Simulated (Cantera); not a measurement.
An adiabatic, constant-pressure homogeneous reactor starts with H₂ : O₂ : N₂ : H₂O = 1 : 0.714 : 2.69 : 0.23 (molar parts), at 1450 K and 0.710 bar.

Detailed kinetics in Cantera: GRI-Mech 3.0 (53 species, 325 reactions).

Predict: time of steepest temperature rise; temperature at 0.200 s; equilibrium temperature; x(H₂) at 0.200 s; x(O₂) at 0.200 s; x(H₂O) at 0.200 s; x(H₂O₂) at 0.200 s; x(O) at 0.200 s; x(HO₂) at 0.200 s.


```
Quantity                                                             Value
---------------------------------  ---------------------------------------
time of steepest temperature rise                                  23.5 µs
temperature at 0.200 s                                              2618 K
equilibrium temperature                                             2618 K
x(H₂) at 0.200 s                     0.0151 (gas-phase equilibrium 0.0151)
x(O₂) at 0.200 s                     0.0446 (gas-phase equilibrium 0.0446)
x(H₂O) at 0.200 s                      0.261 (gas-phase equilibrium 0.261)
x(H₂O₂) at 0.200 s                 4.17e-7 (gas-phase equilibrium 4.17e-7)
x(O) at 0.200 s                    0.00637 (gas-phase equilibrium 0.00637)
x(HO₂) at 0.200 s                  8.88e-6 (gas-phase equilibrium 8.88e-6)
```
